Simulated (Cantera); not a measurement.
Hydrocarbon pyrolysis for carbon deposition

An isothermal, constant-pressure homogeneous reactor starts with 1.72 % CH4, 98.3 % N2, at 1775 K and 6800 Pa.

Model: GRI-Mech 3.0 (53 species, 325 reactions), integrated in Cantera. GRI-Mech 3.0 stops at C3 and has no aromatics, soot or wall deposition, so with more carbon than oxygen in the feed, carbon stays in small species such as C2H2 where larger ones or solid carbon would form.

```tsv
t (s)	x CH4	x C2H	x C2H6	x CH2	x C2H2	x HCN	x H
0.000700	0.0172	<1e-12	2.30e-8	9.86e-9	3.06e-9	5.66e-12	8.48e-7
0.00206	0.0171	8.16e-12	2.89e-7	6.68e-8	2.47e-7	1.05e-10	1.16e-6
0.00609	0.0166	1.14e-9	2.59e-6	4.19e-7	1.89e-5	3.34e-9	4.00e-6
0.0179	0.0126	4.13e-8	8.40e-6	1.50e-6	0.00102	2.38e-7	2.66e-5
0.0529	0.00506	1.76e-7	2.02e-6	1.16e-6	0.00560	3.01e-6	6.93e-5
0.156	0.00132	2.87e-7	2.12e-7	5.73e-7	0.00774	1.04e-5	0.000110
0.460	0.000263	3.88e-7	1.30e-8	1.98e-7	0.00832	2.29e-5	0.000148
1.36	5.55e-5	4.40e-7	7.16e-10	5.41e-8	0.00842	3.73e-5	0.000168
4.00	1.21e-5	4.60e-7	3.67e-11	1.28e-8	0.00844	4.95e-5	0.000175
```
x: mole fraction; the columns are a selection and need not sum to one.

Equilibrium at this temperature and pressure: CH4 5.01e-7, C2H 3.80e-8, C2H6 <1e-12, CH2 5.50e-10, C2H2 0.000688, HCN 0.0156, H 0.000178 (gas phase only).
